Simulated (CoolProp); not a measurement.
A single-stage vapour-compression cycle with hydrogen sulfide: evaporating at 204.15 K (dew point), condensing at 244.15 K (bubble point), superheat 10 K, subcooling 2 K, compressor efficiency 0.8, no pressure losses. Each further row changes one setting.

Computed with CoolProp (reference Helmholtz-energy equation of state, Lemmon 2006). It is a short technical equation, of lower accuracy than the large ones.

| case | cooling COP | pressure ratio | discharge temperature (K) | refrigerating effect (kJ/kg) | volumetric capacity (kJ/m³) |
|---|---|---|---|---|---|
| as stated | 3.31 | 6.20 | 364.3 | 491 | 607 |
| evaporating temperature 209.15 K | 3.99 | 4.73 | 345.6 | 495 | 788 |
| condensing temperature 239.15 K | 3.87 | 5.12 | 345.6 | 501 | 620 |
| subcooling 7 K | 3.38 | 6.20 | 364.3 | 501 | 620 |
| superheat 20 K | 3.22 | 6.20 | 380.7 | 501 | 591 |
| compressor efficiency 0.7 | 2.90 | 6.20 | 384.3 | 491 | 607 |
